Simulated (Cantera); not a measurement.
Input: 1 mol SiH4, 18 mol N2O, 0.15 mol H2O, equilibrated at 1000 Pa.

Equilibrium computed with Cantera from the NASA thermochemical tables; the gas is ideal and each condensed phase is pure. Candidate condensed phases: H2O, Si, SiO2, Si2N2O, Si3N4; 35 gas species. The tables hold silica as quartz up to 1696 K and as liquid above; real silica turns to tridymite and cristobalite and melts near 1996 K. The numbers say what is thermodynamically allowed, not how fast it happens. All values below are at 1300 °C.

Base state: N2 0.662, O2 0.257, H2O 0.0790, NO 0.00174, OH 0.000424, O 5.29e-5 (mole fractions); condensed: SiO2(β-quartz).

Q: What changes in the equilibrium state with this change: N2O from 18 to 2.2 mol?

A: 
```
species               before    after
-------------------  -------  -------
N2                     0.662    0.506
H2                   7.48e-6    0.414
H2O                   0.0790   0.0805
O2                     0.257    <1e-9
NO                   0.00174  2.81e-8
O                    5.29e-5    <1e-9
SiO2(β-quartz), mol     1.00    1.000
```
